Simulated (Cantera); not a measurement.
Input: 1 mol HMDSO, 0.36 mol O₂, 6.8 mol N₂, 0.47 mol O₃, held at 852 °C and 0.173 Torr.

Equilibrium computed with Cantera from the NASA thermochemical tables; the gas is ideal and each condensed phase is pure. Candidate condensed phases: C, C₆H₆, C₇H₈, C₈H₁₈, H₂O, Si, SiC, SiO₂, Si₂N₂O, Si₃N₄; 151 gas species. The feed counts by its element totals alone. N₂ is the only nitrogen source here; it is nearly inert below about 1500 K, so the nitride shown seldom forms there in practice. Equilibrium is a limit: real reactors are often held back by kinetics, nucleation or transport.

Base state: H₂ 0.532, N₂ 0.343, CO 0.126, HCN 1.31e-5 (mole fractions); condensed: C(graphite) + Si₂N₂O(s).

Question: What changes in the equilibrium state with this change: temperature from 852 °C to 1227 °C?

Answer: 
| species | before | after |
|---|---|---|
| H₂ | 0.532 | 0.475 |
| N₂ | 0.343 | 0.359 |
| CO | 0.126 | 0.165 |
| SiO | 1.26e-7 | 0.000323 |
| H | 2.14e-6 | 0.000800 |
| HCN | 1.31e-5 | 0.000436 |
| C(graphite), mol | 3.87 | 0.874 |
| Si₂N₂O(s), mol | 1.000 | 0 |
| SiC(s), mol | 0 | 1.99 |

Question: What changes in the equilibrium state with this change: temperature from 852 °C to 1602 °C?

Answer: 
```json
[
 {"species": "H₂", "before": "0.532", "after": "0.451"},
 {"species": "N₂", "before": "0.343", "after": "0.352"},
 {"species": "CO", "before": "0.126", "after": "0.162"},
 {"species": "H", "before": "2.14e-6", "after": "0.0290"},
 {"species": "Si", "before": "<1e-9", "after": "0.00132"},
 {"species": "SiC₂", "before": "<1e-9", "after": "2.92e-5"},
 {"species": "Si₂C", "before": "<1e-9", "after": "2.05e-5"},
 {"species": "SiH", "before": "<1e-9", "after": "1.25e-5"},
 {"species": "C₂H₂ (acetylene)", "before": "1.22e-8", "after": "0.000143"},
 {"species": "SiO", "before": "1.26e-7", "after": "0.00110"},
 {"species": "C(graphite), mol", "before": "3.87", "after": "0.863"},
 {"species": "Si₂N₂O(s), mol", "before": "1.000", "after": "0"},
 {"species": "SiC(s), mol", "before": "0", "after": "1.95"}
]
```

Question: What changes in the equilibrium state with this change: temperature from 852 °C to 750 °C?

Answer: 
```tsv
species	before	after
H₂	0.532	0.536
N₂	0.343	0.349
CO	0.126	0.115
HCN	1.31e-5	3.22e-6
C(graphite), mol	3.87	4.07
Si₂N₂O(s), mol	1.000	0.933
SiO₂(β-quartz), mol	0	0.134
```
Mutual solubility and eutectic melting of coexisting phases are not modelled.
